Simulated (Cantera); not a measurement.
# Adiabatic ignition

An adiabatic, constant-volume homogeneous reactor starts with CH4 : H2 : O2 : N2 : H2O = 1 : 0.035 : 1.34 : 5.06 : 0.77 (molar parts), equivalence ratio 1.5, at 1298 K and 760000 Pa.

Detailed kinetics in Cantera: GRI-Mech 3.0 (53 species, 325 reactions).

| t (s) | T (K) | P (bar) | x CH4 | x H2 | x O2 | x O | x HCN |
|---|---|---|---|---|---|---|---|
| 9.00e-6 | 1298 | 7.60 | 0.122 | 0.00427 | 0.163 | 2.60e-10 | <1e-12 |
| 2.51e-5 | 1298 | 7.60 | 0.122 | 0.00427 | 0.163 | 8.61e-10 | <1e-12 |
| 6.97e-5 | 1298 | 7.60 | 0.122 | 0.00426 | 0.163 | 4.11e-9 | <1e-12 |
| 0.000194 | 1299 | 7.60 | 0.122 | 0.00426 | 0.163 | 1.32e-8 | <1e-12 |
| 0.000540 | 1302 | 7.62 | 0.121 | 0.00425 | 0.163 | 2.15e-8 | <1e-12 |
| 0.00150 | 1356 | 7.95 | 0.113 | 0.00557 | 0.157 | 1.73e-7 | <1e-12 |
| 0.00419 | 2811 | 17.9 | 4.77e-11 | 0.0757 | 0.000278 | 0.000225 | 1.93e-7 |
| 0.0117 | 2811 | 17.9 | 4.77e-11 | 0.0757 | 0.000278 | 0.000225 | 1.93e-7 |
| 0.0325 | 2811 | 17.9 | 4.77e-11 | 0.0757 | 0.000278 | 0.000225 | 1.93e-7 |
| 0.0903 | 2811 | 17.9 | 4.77e-11 | 0.0757 | 0.000278 | 0.000225 | 1.93e-7 |
| 0.251 | 2811 | 17.9 | 4.77e-11 | 0.0757 | 0.000278 | 0.000225 | 1.93e-7 |
| 0.700 | 2811 | 17.9 | 4.77e-11 | 0.0757 | 0.000278 | 0.000225 | 1.93e-7 |
x: mole fraction; the columns are a selection and need not sum to one.

The time of steepest temperature rise is 1.78 ms. The temperature at 0.700 s is 2811 K and the equilibrium temperature is 2811 K. The x(CH4) at 0.700 s is 4.77e-11 (gas-phase equilibrium 5.43e-11) and the x(H2) at 0.700 s is 0.0757 (gas-phase equilibrium 0.0757). The x(O2) at 0.700 s is 0.000278 (gas-phase equilibrium 0.000278).
